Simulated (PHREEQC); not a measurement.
0.1 g of hydrous ferric oxide (600 m²/g; 0.2 weak and 0.005 strong sites per Fe, Dzombak-Morel constants, diffuse double layer) in 1 kg of water with 0.1 mol/kgw of an inert sodium salt and 2.9e-05 mol/kgw Na2SeO4, at 25 °C; the pH is set by adding NaOH or the inert anion's acid. Oxygen is held at 0.21 atm. The system is closed to CO2. No solid was allowed to form.

Model: ion-association model, wateq4f.dat, run in PHREEQC.

| pH | Se sorbed (%) | surface charge σ (C/m²) | surface potential ψ (mV) |
|---|---|---|---|
| 3 | 91.3 | 0.280 | 139 |
| 3.38 | 91.0 | ? | 139 |
| 3.75 | 90.0 | 0.263 | 136 |
| 4.12 | 87.8 | ? | 133 |
| 4.5 | 83.2 | 0.218 | 127 |
| 4.88 | 75.0 | 0.186 | ? |
| 5.25 | 62.5 | 0.156 | 110 |
| 5.62 | 46.1 | 0.127 | 100 |
| 6 | 28.2 | ? | 89 |
| 6.38 | 13.7 | 0.078 | 76 |
| 6.75 | 5.2 | ? | 62 |
| 7.12 | 1.6 | 0.039 | 47 |
| 7.5 | 0.4 | 0.022 | 29 |
| 7.88 | 0.1 | 0.008 | 11 |
| 8.25 | 0.0 | -0.005 | -7 |
| 8.62 | 0.0 | -0.019 | ? |
| 9 | 0.0 | -0.034 | -42 |

Q: What belongs in the gaps?

A: 
- 3.38, surface charge σ (C/m²): 0.274
- 4.12, surface charge σ (C/m²): 0.245
- 4.88, surface potential ψ (mV): 119
- 6, surface charge σ (C/m²): 0.101
- 6.75, surface charge σ (C/m²): 0.057
- 8.62, surface potential ψ (mV): -25

The oxide is taken as insoluble; below pH 4 it would dissolve.
